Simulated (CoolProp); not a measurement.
A single-stage vapour-compression cycle with R13: evaporating at 211.15 K (dew point), condensing at 265.15 K (bubble point), superheat 8 K, subcooling 2 K, compressor efficiency 0.6, no pressure losses. Each further row changes one setting.

Computed with CoolProp (reference Helmholtz-energy equation of state, Platzer 1990). This equation is an older, rougher fit; its heat capacities, sound speeds and derivatives of the liquid may be far off and weren't checked against measurements.

```tsv
case	cooling COP	pressure ratio	discharge temperature (K)	refrigerating effect (kJ/kg)	volumetric capacity (kJ/m³)
as stated	…	6.22	320.6	91.0	1440
evaporating temperature 216.15 K	1.94	5.04	…	93.0	1800
condensing temperature 260.15 K	1.93	…	312.6	96.7	1530
subcooling 7 K	1.78	6.22	320.6	96.7	1530
superheat 18 K	1.68	6.22	332.6	96.9	1450
compressor efficiency 0.5	1.40	6.22	335.0	91.0	1440
```

Q: Some entries are withheld; supply them.

A: 
- as stated, cooling COP: 1.67
- evaporating temperature 216.15 K, discharge temperature (K): 314.6
- condensing temperature 260.15 K, pressure ratio: 5.42
